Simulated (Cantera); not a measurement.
An isothermal, constant-pressure homogeneous reactor starts with 0.558 % CO, 0.362 % O2, 6.13 % H2O, 92.9 % N2, at 1348 K and 1.00 bar.

Model: GRI-Mech 3.0 (53 species, 325 reactions), integrated in Cantera.

x: mole fraction; the columns are a selection and need not sum to one.

| t (s) | x CO | x O2 | x H2O | x OH | x NO | x CO2 | x H2O2 |
|---|---|---|---|---|---|---|---|
| 8.00e-6 | 0.00558 | 0.00362 | 0.0613 | 3.01e-11 | <1e-12 | 6.60e-11 | <1e-12 |
| 5.04e-5 | 0.00558 | 0.00362 | 0.0613 | 3.98e-10 | <1e-12 | 5.42e-10 | <1e-12 |
| 0.000318 | 0.00558 | 0.00362 | 0.0613 | (withheld) | <1e-12 | (withheld) | 3.92e-12 |
| 0.00201 | 0.00549 | 0.00360 | 0.0613 | (withheld) | 5.67e-12 | (withheld) | (withheld) |
| 0.0126 | 0.000117 | 0.00110 | 0.0610 | 0.000121 | 1.99e-7 | 0.00547 | 8.68e-8 |
| 0.0798 | 8.13e-6 | 0.000853 | 0.0615 | 3.07e-5 | 2.18e-7 | 0.00558 | 8.88e-9 |
| 0.503 | 5.04e-7 | 0.000838 | 0.0615 | 8.48e-6 | 2.21e-7 | 0.00559 | 7.68e-10 |
| 3.17 | 8.45e-8 | 0.000838 | 0.0615 | 3.75e-6 | 2.21e-7 | 0.00559 | 1.55e-10 |
| 20.0 | 7.51e-8 | 0.000838 | 0.0615 | 3.55e-6 | 2.21e-7 | 0.00559 | 1.39e-10 |

What belongs in the gaps?


- 0.000318, x OH: 7.06e-9
- 0.000318, x CO2: 1.59e-8
- 0.00201, x OH: 2.48e-5
- 0.00201, x CO2: 9.00e-5
- 0.00201, x H2O2: 9.18e-9
